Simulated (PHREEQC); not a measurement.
0.45 g of hydrous ferric oxide (600 m²/g; 0.2 weak and 0.005 strong sites per Fe, Dzombak-Morel constants, diffuse double layer) in 1 kg of water with 0.3 mol/kgw of an inert sodium salt, at 25 °C; the pH is set by adding NaOH or the inert anion's acid. Oxygen is held at 0.21 atm. No CO2 enters from the air. Precipitation was switched off in this run.

The numbers come from PHREEQC with the ion-association model, wateq4f.dat.

| pH | surface charge σ (C/m²) | surface potential ψ (mV) |
|---|---|---|
| 3 | 0.368 | 126 |
| 4.33 | 0.331 | 120 |
| 5 | 0.269 | 110 |
| 5.67 | 0.191 | 93 |
| 7 | 0.066 | 46 |
| 8.33 | -0.012 | -9 |
| 9 | -0.051 | -38 |
| 9.67 | -0.101 | -64 |
| 11 | -0.244 | -105 |

The oxide is taken as insoluble; below pH 4 it would dissolve.
